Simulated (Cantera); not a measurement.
**Pyrogenic steam for wet oxidation**

A perfectly stirred reactor is fed with H2 : O2 : N2 = 1.2 : 1 : 4.7 (molar parts), equivalence ratio 0.60, at 13300 Pa; it is held at 998 K, and followed from long to short residence time.

Detailed kinetics in Cantera: the H2/O2 subset of GRI-Mech 3.0, which has no nitrogen chemistry. Radical loss at walls, strong at low pressure, is not modelled. The temperature is held fixed by assumption; the heat of reaction is taken as removed at once.

| τ (s) | x H2 | x O2 | x O | x HO2 | x H2O | x OH | x H |
|---|---|---|---|---|---|---|---|
| 13 | 0.000201 | 0.0636 | 9.90e-6 | 3.62e-6 | 0.190 | 4.07e-5 | 2.90e-6 |
| 3.9 | 0.000437 | 0.0637 | 2.36e-5 | 5.92e-6 | 0.190 | 6.19e-5 | 9.67e-6 |
| 1.2 | 0.000904 | 0.0639 | 5.37e-5 | 8.47e-6 | 0.189 | 9.63e-5 | 3.13e-5 |
| 0.35 | 0.00187 | 0.0643 | 0.000121 | 1.10e-5 | 0.188 | 0.000157 | 0.000106 |
| 0.11 | 0.00359 | 0.0650 | 0.000251 | 1.31e-5 | 0.186 | 0.000253 | 0.000331 |
| 0.032 | 0.00708 | 0.0666 | 0.000522 | 1.48e-5 | 0.182 | 0.000424 | 0.00109 |
| 0.0095 | 0.0136 | 0.0698 | 0.00104 | 1.60e-5 | 0.173 | 0.000693 | 0.00333 |
| 0.0028 | 0.0258 | 0.0761 | 0.00196 | 1.70e-5 | 0.155 | 0.00108 | 0.00923 |
x: mole fraction; the columns are a selection and need not sum to one.
